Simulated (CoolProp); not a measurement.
The numbers come from the reference Helmholtz-energy equation of state, Aleksandrov 2011 in CoolProp. It is a short technical equation, of lower accuracy than the large ones.

**Question.** For n-undecane, give the phase and the Z, Joule-Thomson coefficient (K/MPa), fugacity coefficient at 346.85 °C and 4.98 MPa; 346.85 °C and 7.46 MPa.

**Answer.** 
- 346.85 °C and 4.98 MPa: liquid; Z 0.329, Joule-Thomson coefficient 0.506, fugacity coefficient 0.265
- 346.85 °C and 7.46 MPa: liquid; Z 0.472, Joule-Thomson coefficient 0.238, fugacity coefficient 0.208
